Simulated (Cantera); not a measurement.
Charge: 1 mol SiH2Cl2, 5.1 mol H2, held at 927 °C and 75.0 Torr.

Method: chemical equilibrium by Gibbs-energy minimisation in Cantera with the NASA 1993 tables (ideal gas, pure condensed phases). Candidate condensed phases: Si; 19 gas species. The tables' values for SiCl3 are old estimates; treat these amounts as uncertain. Kinetics and transport are ignored.

Base state: H2 0.867, HCl 0.0638, SiCl4 0.0370, SiHCl3 0.0137, SiCl2 0.0111, SiCl3 0.00685, SiH2Cl2 0.000662 (mole fractions); condensed: Si(s).

What changes in the equilibrium state with this change: SiH2Cl2 replaced by SiHCl3?


```tsv
species	before	after
H2	0.867	0.815
HCl	0.0638	0.0716
SiCl4	0.0370	0.0664
SiCl3	0.00685	0.0106
SiHCl3	0.0137	0.0205
SiCl2	0.0111	0.0149
SiH2Cl2	0.000662	0.000833
Si(s), mol	0.533	0.265
```

What changes in the equilibrium state with this change: H2 from 5.1 to 220 mol?


| species | before | after |
|---|---|---|
| H2 | 0.867 | 0.991 |
| HCl | 0.0638 | 0.00848 |
| SiCl2 | 0.0111 | 0.000171 |
| SiCl4 | 0.0370 | 8.83e-6 |
| SiHCl3 | 0.0137 | 2.81e-5 |
| SiCl3 | 0.00685 | 1.31e-5 |
| SiH2Cl2 | 0.000662 | 1.17e-5 |
| Si(s), mol | 0.533 | 0.948 |
